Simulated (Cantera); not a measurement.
An isothermal, constant-pressure homogeneous reactor starts with C2H6 : N2 = 1 : 110 (molar parts), at 1025 K and 0.533 atm. Integrator tolerance rtol = 1e-08.

Cantera simulation using GRI-Mech 3.0 (53 species, 325 reactions); the numbers are that mechanism's predictions, not measurements. GRI-Mech 3.0 stops at C3 and has no aromatics, soot or wall deposition, so with more carbon than oxygen in the feed, carbon stays in small species such as C2H2 where larger ones or solid carbon would form.

Q: What does this change do: temperature 1025 to 1925 K?

A: 
```csv
quantity,before,after
x(C2H6) at 10.0 s,0.000207 (gas-phase equilibrium 2.83e-6),1.70e-12 (gas-phase equilibrium <1e-12)
x(C2H2) at 10.0 s,0.00119 (gas-phase equilibrium 0.000720),0.00875 (gas-phase equilibrium 0.000639)
x(CH4) at 10.0 s,0.000425 (gas-phase equilibrium 0.00812),1.08e-6 (gas-phase equilibrium 7.74e-7)
x(C2H) at 10.0 s,<1e-12 (gas-phase equilibrium <1e-12),1.24e-6 (gas-phase equilibrium 9.05e-8)
x(C2H4) at 10.0 s,0.00731 (gas-phase equilibrium 0.000585),8.61e-7 (gas-phase equilibrium 6.29e-8)
```
